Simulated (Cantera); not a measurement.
Predominance diagram of Mg at 1002 °C against the partial pressures of O₂ and F₂ (log10, bar). Cantera with NASA thermochemical tables; ideal gases at 1 bar, condensed phases pure. Candidates: Mg(l), MgF₂(s), MgO(s). Only these pure phases compete in this equilibrium. Not in the tables: oxide halides.

### Question
Which phase is stable at these pairs, and which metal-bearing vapour leads over it? (1, -12.4); (0, -27.9); (-2.1, -31); (-12.6, -9.3); (-11.5, -3.1); (1, -31); (-19.9, -21.7)

### Answer
| log p(O₂) | log p(F₂) | phase | chief vapour | log p (bar) |
|---|---|---|---|---|
| 1 | -12.4 | MgF₂(s) | MgF₂ | -6.6 |
| 0 | -27.9 | MgO(s) | MgF₂ | -16.4 |
| -2.1 | -31 | MgO(s) | MgO | -17.4 |
| -12.6 | -9.3 | MgF₂(s) | MgF₂ | -6.6 |
| -11.5 | -3.1 | MgF₂(s) | MgF₂ | -6.6 |
| 1 | -31 | MgO(s) | MgO | -17.4 |
| -19.9 | -21.7 | MgF₂(s) | MgF₂ | -6.6 |
